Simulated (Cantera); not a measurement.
A Cantera script and its output.

```python
import numpy as np
import cantera as ct

gas = ct.Solution("gri30.yaml")
gas.TPX = 1175, 150000, {'H2': 1, 'O2': 1.19, 'N2': 4.48}
reactor = ct.IdealGasConstPressureReactor(gas, energy="on", clone=False)
net = ct.ReactorNet([reactor])
net.rtol, net.atol = 1e-08, 1e-16
show = ['H2', 'O2', 'N2O', 'NO', 'OH', 'O']
times = np.geomspace(2e-06, 1, 10)

steps = ct.SolutionArray(gas, extra=["t"])
rows = []
print(f"{'t/s':>10s}{'T/K':>9s}{'P/Pa':>11s}" + "".join(f"{s:>11s}" for s in show))
for t in times:
    while net.time < t:
        t_next = net.step()
        steps.append(gas.state, t=t_next)
    rows.append([np.interp(t, steps.t, y) for y in (steps.T, steps.P, *steps(*show).X.T)])
    print(f"{t:10.3e}{rows[-1][0]:9.1f}{rows[-1][1]:11.4g}" + "".join(f"{x:11.3e}" for x in rows[-1][2:]))
rate = np.gradient(steps.T, steps.t)
print("integrator steps:", len(steps.t))
if steps.T.max() > steps.T[0] + 200:
    print(f"time of steepest temperature rise: {steps.t[rate.argmax()]:.4e} s")
gas.TPX = 1175, 150000, {'H2': 1, 'O2': 1.19, 'N2': 4.48}
gas.equilibrate("HP")
print(f"equilibrium (HP): T = {gas.T:.1f} K  " + "  ".join(f"{s} {gas[s].X[0]:.3e}" for s in show))
```

Output:

```
       t/s      T/K       P/Pa         H2         O2        N2O         NO         OH          O
 2.000e-06   1175.0    1.5e+05  1.499e-01  1.784e-01  4.254e-16  1.020e-20  4.392e-10  7.796e-10
 8.595e-06   1175.0    1.5e+05  1.499e-01  1.784e-01  3.371e-14  3.432e-18  1.216e-08  2.334e-08
 3.694e-05   1245.2    1.5e+05  1.222e-01  1.656e-01  5.215e-09  6.038e-08  2.033e-03  2.927e-03
 1.587e-04   2180.7    1.5e+05  1.423e-03  1.089e-01  7.508e-07  4.144e-05  8.358e-03  2.334e-03
 6.822e-04   2214.2    1.5e+05  4.909e-04  1.102e-01  5.530e-07  6.786e-05  5.128e-03  8.085e-04
 2.932e-03   2214.1    1.5e+05  4.893e-04  1.101e-01  5.516e-07  1.603e-04  5.118e-03  8.056e-04
 1.260e-02   2213.3    1.5e+05  4.874e-04  1.099e-01  5.507e-07  5.504e-04  5.100e-03  8.009e-04
 5.415e-02   2210.2    1.5e+05  4.799e-04  1.092e-01  5.483e-07  2.086e-03  5.029e-03  7.828e-04
 2.327e-01   2201.9    1.5e+05  4.604e-04  1.072e-01  5.507e-07  6.172e-03  4.845e-03  7.362e-04
 1.000e+00   2197.1    1.5e+05  4.494e-04  1.061e-01  5.573e-07  8.529e-03  4.740e-03  7.103e-04
integrator steps: 1241
time of steepest temperature rise: 4.0475e-05 s
equilibrium (HP): T = 2197.1 K  H2 4.493e-04  O2 1.060e-01  N2O 5.574e-07  NO 8.555e-03  OH 4.739e-03  O 7.100e-04
```

Detailed kinetics in Cantera: GRI-Mech 3.0 (53 species, 325 reactions).
